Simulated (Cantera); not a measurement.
Feed: 1 mol S, 0.2 mol SO2, 0.14 mol O2, held at 2975 K and 5200 Pa.

Equilibrium computed with Cantera from the NASA thermochemical tables; the gas is ideal and each condensed phase is pure. Candidate condensed phases: S; 10 gas species. Equilibrium is a limit: real reactors are often held back by kinetics, nucleation or transport.

Base state: SO 0.398, S 0.358, S2 0.120, SO2 0.0933, O 0.0264, O2 0.00336, S2O 0.00123 (mole fractions); condensed: gas only.

Problem. What changes in the equilibrium state with this change: SO2 from 0.2 to 0.0033 mol?

Solution. 
```tsv
species	before	after
S	0.358	0.476
SO	0.398	0.265
S2	0.120	0.213
SO2	0.0933	0.0310
O	0.0264	0.0132
O2	0.00336	0.000841
S2O	0.00123	0.00109
```

Problem. What changes in the equilibrium state with this change: SO2 from 0.2 to 0.006 mol?

Solution. 
```json
[
 {"species": "S", "before": "0.358", "after": "0.474"},
 {"species": "SO", "before": "0.398", "after": "0.268"},
 {"species": "S2", "before": "0.120", "after": "0.211"},
 {"species": "SO2", "before": "0.0933", "after": "0.0319"},
 {"species": "O", "before": "0.0264", "after": "0.0134"},
 {"species": "O2", "before": "0.00336", "after": "0.000868"},
 {"species": "S2O", "before": "0.00123", "after": "0.00110"}
]
```

Problem. What changes in the equilibrium state with this change: 0.01 mol NH3 added?

Solution. 
```json
[
 {"species": "SO", "before": "0.398", "after": "0.385"},
 {"species": "S", "before": "0.358", "after": "0.350"},
 {"species": "S2", "before": "0.120", "after": "0.115"},
 {"species": "H", "before": "0", "after": "0.0191"},
 {"species": "SO2", "before": "0.0933", "after": "0.0894"},
 {"species": "O", "before": "0.0264", "after": "0.0261"},
 {"species": "N2", "before": "0", "after": "0.00419"},
 {"species": "SH", "before": "0", "after": "0.00307"},
 {"species": "OH", "before": "0", "after": "0.00198"}
]
```
Further candidate phases: H2O, H2SO4.
